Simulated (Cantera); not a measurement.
Feed: 1 mol Si, 2.2 mol NF3, at 573 K.

These are equilibrium values from Cantera (NASA tables, ideal gas, pure condensed phases), not measurements of a reactor. Candidate condensed phases: Si, Si3N4; 16 gas species. Equilibrium is a limit: real reactors are often held back by kinetics, nucleation or transport.

x: gas mole fraction; nothing condenses.

```tsv
P (Pa)	x SiF4	x NF3	x F2	x N2	x F
1	0.307	0.0508	0.317	0.313	0.0117
6.80	0.342	0.164	0.197	0.294	0.00352
46	0.374	0.271	0.0787	0.276	0.000856
320	0.388	0.320	0.0244	0.267	0.000181
2200	0.393	0.336	?	0.264	?
15000	0.394	0.340	?	0.263	?
100000	0.395	0.342	0.000556	0.263	1.54e-6
```

Q: Complete the blanks.

A: 
- 2200, x F2: 0.00699
- 2200, x F: 3.69e-5
- 15000, x F2: 0.00196
- 15000, x F: 7.48e-6
